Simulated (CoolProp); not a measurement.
A simple Rankine cycle with R1336mzz(E): condensing at 294.15 K, boiler at 1.75 MPa, turbine inlet 409 K, turbine efficiency 0.85, pump efficiency 0.8, no recuperator. Each further row changes one setting.

The numbers come from the reference Helmholtz-energy equation of state, Akasaka 2023 in CoolProp.

| case | thermal efficiency (%) | net work (kJ/kg) | heat in (kJ/kg) | turbine exit temperature (K) | volume ratio over the turbine |
|---|---|---|---|---|---|
| as stated | 14.0 | 31.8 | 228 | 351.1 | 11.6 |
| condensing temperature 286.15 K | 15.2 | 36.0 | 237 | 345.5 | 15.5 |
| boiler pressure 1.22 MPa | 12.3 | 28.9 | 235 | 363.3 | 7.50 |
| turbine efficiency 0.75 | 12.3 | 27.9 | 228 | 355.5 | 11.7 |
